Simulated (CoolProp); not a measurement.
Saturation properties of trans-2-butene.

Computed with CoolProp (reference Helmholtz-energy equation of state, Lemmon 2005). It is a short technical equation, of lower accuracy than the large ones.

```tsv
T (K)	p (MPa)	liquid density (kg/m³)	vapour density (kg/m³)	enthalpy of vaporisation (kJ/kg)	liquid cp (kJ/(kg K))	surface tension (mN/m)
262.9	0.06489	638.8	1.720	415.3	2.180	17.5
271.1	0.09048	629.7	___	407.9	2.211	16.4
279.4	0.1238	620.4	3.143	400.1	2.244	15.4
287.6	0.1655	611.0	4.126	392.2	2.280	14.4
295.8	0.2172	601.4	___	383.9	___	13.4
304.1	0.2813	591.3	6.814	375.1	2.360	12.4
312.3	0.3579	581.2	8.578	365.9	2.404	11.4
320.6	0.4504	570.5	10.71	356.2	2.453	10.4
328.8	0.5584	559.6	13.22	346.1	2.505	___
337	0.6846	548.3	16.18	335.3	2.562	8.54
```

Q: What belongs in the gaps?

A: 
- 271.1, vapour density (kg/m³): 2.344
- 295.8, vapour density (kg/m³): 5.331
- 295.8, liquid cp (kJ/(kg K)): 2.318
- 328.8, surface tension (mN/m): 9.47

It boils at 274.0 K under 1 atm.

Surface tension comes from a separate correlation (Mulero 2014).
